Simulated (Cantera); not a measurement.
**BCl3 + H2 (boron, boron nitride and boron oxide)**

Charge: 1 mol BCl3, a varied amount of H2, at 1127 °C and 28.0 Pa.

These are equilibrium values from Cantera (NASA tables, ideal gas, pure condensed phases), not measurements of a reactor. Candidate condensed phases: B; 13 gas species. The tables' values for BCl, BCl2 are old estimates; treat these amounts as uncertain. Gases not in the tables: BHCl2. Kinetics and transport are ignored.

From 3.7 mol H2 to 160 mol H2 the condensed part is B(s).

```csv
n(H2) (mol),log p H2,log p HCl,log p BCl3,log p BCl,log p BCl2,n B(s)
3.7,-3.87,-3.88,-5.00,-6.15,-6.41,0.797
5.2,-3.79,-3.95,-5.34,-6.27,-6.64,0.873
7.4,-3.72,-4.05,-5.74,-6.40,-6.91,0.926
10,-3.68,-4.15,-6.10,-6.52,-7.15,0.952
15,-3.64,-4.30,-6.61,-6.69,-7.49,0.972
21,-3.61,-4.43,-7.04,-6.83,-7.78,0.979
29,-3.60,-4.56,-7.46,-6.97,-8.05,0.984
41,-3.58,-4.71,-7.91,-7.12,-8.35,0.986
58,-3.58,-4.85,-8.36,-7.27,-8.65,0.987
83,-3.57,-5.00,-8.83,-7.43,-8.96,0.988
120,-3.56,-5.16,-9.31,-7.59,-9.28,0.988
160,-3.56,-5.29,-9.68,-7.71,-9.53,0.988
```
log p: log10 of the partial pressure in bar; n: condensed amount in mol.
